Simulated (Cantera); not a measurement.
Input: 1 mol Si, a varied amount of CO2, 48 mol N2, equilibrated at 1623 K and 0.00133 bar.

Cantera equilibrium calculation (NASA polynomials, part measured and part estimated; ideal gas, pure solids and liquids). Candidate condensed phases: C, Si, SiC, SiO2, Si2N2O, Si3N4; 34 gas species. Mutual solubility and eutectic melting of coexisting phases are not modelled. The tables hold silica as quartz up to 1696 K and as liquid above; real silica turns to tridymite and cristobalite and melts near 1996 K. Kinetics and transport are ignored.

x: gas mole fraction; n: condensed amount in mol.

```json
[
 {"n(CO2) (mol)": "0.014", "x N2": "0.999", "x CO": "8.94e-5", "x CO2": "<1e-12", "x SiO": "0.000501", "x Si": "5.62e-5", "n SiC(s)": "0.00975", "n Si3N4(s)": "0.321", "n Si2N2O(s)": "0", "n SiO2(β-quartz)": "0"},
 {"n(CO2) (mol)": "0.023", "x N2": "0.999", "x CO": "0.000147", "x CO2": "<1e-12", "x SiO": "0.000823", "x Si": "5.63e-5", "n SiC(s)": "0.0160", "n Si3N4(s)": "0.314", "n Si2N2O(s)": "0", "n SiO2(β-quartz)": "0"},
 {"n(CO2) (mol)": "0.035", "x N2": "0.998", "x CO": "0.000223", "x CO2": "<1e-12", "x SiO": "0.00125", "x Si": "5.63e-5", "n SiC(s)": "0.0244", "n Si3N4(s)": "0.304", "n Si2N2O(s)": "0", "n SiO2(β-quartz)": "0"},
 {"n(CO2) (mol)": "0.055", "x N2": "0.998", "x CO": "0.000350", "x CO2": "1.68e-12", "x SiO": "0.00196", "x Si": "5.63e-5", "n SiC(s)": "0.0384", "n Si3N4(s)": "0.288", "n Si2N2O(s)": "0", "n SiO2(β-quartz)": "0"},
 {"n(CO2) (mol)": "0.086", "x N2": "0.996", "x CO": "0.000544", "x CO2": "4.08e-12", "x SiO": "0.00307", "x Si": "5.64e-5", "n SiC(s)": "0.0600", "n Si3N4(s)": "[?]", "n Si2N2O(s)": "0", "n SiO2(β-quartz)": "0"},
 {"n(CO2) (mol)": "0.13", "x N2": "0.995", "x CO": "0.000819", "x CO2": "9.23e-12", "x SiO": "0.00462", "x Si": "5.64e-5", "n SiC(s)": "0.0909", "n Si3N4(s)": "[?]", "n Si2N2O(s)": "0", "n SiO2(β-quartz)": "0"},
 {"n(CO2) (mol)": "0.21", "x N2": "0.992", "x CO": "0.00125", "x CO2": "2.17e-11", "x SiO": "0.00710", "x Si": "5.65e-5", "n SiC(s)": "0.150", "n Si3N4(s)": "[?]", "n Si2N2O(s)": "0.0184", "n SiO2(β-quartz)": "0"},
 {"n(CO2) (mol)": "0.33", "x N2": "0.990", "x CO": "0.00182", "x CO2": "4.04e-11", "x SiO": "0.00805", "x Si": "4.99e-5", "n SiC(s)": "0.242", "n Si3N4(s)": "0", "n Si2N2O(s)": "0.183", "n SiO2(β-quartz)": "0"},
 {"n(CO2) (mol)": "0.52", "x N2": "0.981", "x CO": "0.00675", "x CO2": "3.60e-10", "x SiO": "0.0125", "x Si": "3.24e-5", "n SiC(s)": "0.190", "n Si3N4(s)": "0", "n Si2N2O(s)": "0.0978", "n SiO2(β-quartz)": "0"},
 {"n(CO2) (mol)": "0.81", "x N2": "0.968", "x CO": "0.0150", "x CO2": "1.37e-9", "x SiO": "0.0165", "x Si": "2.49e-5", "n SiC(s)": "0.0654", "n Si3N4(s)": "0", "n Si2N2O(s)": "0.0578", "n SiO2(β-quartz)": "0"},
 {"n(CO2) (mol)": "1.3", "x N2": "0.960", "x CO": "0.0260", "x CO2": "2.04e-5", "x SiO": "0.0140", "x Si": "2.46e-9", "n SiC(s)": "0", "n Si3N4(s)": "0", "n Si2N2O(s)": "0", "n SiO2(β-quartz)": "0.299"},
 {"n(CO2) (mol)": "2", "x N2": "0.959", "x CO": "0.0393", "x CO2": "0.000658", "x SiO": "0.000658", "x Si": "5.42e-12", "n SiC(s)": "0", "n Si3N4(s)": "0", "n Si2N2O(s)": "0", "n SiO2(β-quartz)": "0.967"},
 {"n(CO2) (mol)": "3.1", "x N2": "0.939", "x CO": "0.0391", "x CO2": "0.0215", "x SiO": "2.00e-5", "x Si": "<1e-12", "n SiC(s)": "0", "n Si3N4(s)": "0", "n Si2N2O(s)": "0", "n SiO2(β-quartz)": "0.999"}
]
```

Q: Complete the blanks.

A: 
- 0.086, n Si3N4(s): 0.264
- 0.13, n Si3N4(s): 0.228
- 0.21, n Si3N4(s): 0.156
